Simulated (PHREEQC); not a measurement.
Copper plating or etch bath: an equilibrium model

Dissolve 0.0021 mol/kgw CuSO4 and 0.005 mol/kgw H2SO4 at 25 °C. Closed to the air; pH follows from the charge balance.

Model: ion-association model, phreeqc.dat, run in PHREEQC.

Each row changes one thing in this solution. Precipitation was switched off in this run.

```tsv
case	pH	ionic strength (mol/kgw)	SO4-2 (mol/kgw)	HSO4- (mol/kgw)
as made	2.15	0.0171	0.00447	0.00211
CuSO4 from 0.0021 to 0.00189 mol/kgw	2.15	0.0165	0.00435	0.00207
diluted 100-fold with water	4.01	0.000232	7.01e-5	6.32e-7
CuSO4 from 0.0021 to 0.00231 mol/kgw	2.15	0.0176	0.00458	0.00214
CuSO4 left out	2.12	0.0115	0.00327	0.00173
diluted 5-fold with water	2.76	0.00414	0.00120	0.000164
```

Species that the database lacks are ignored.
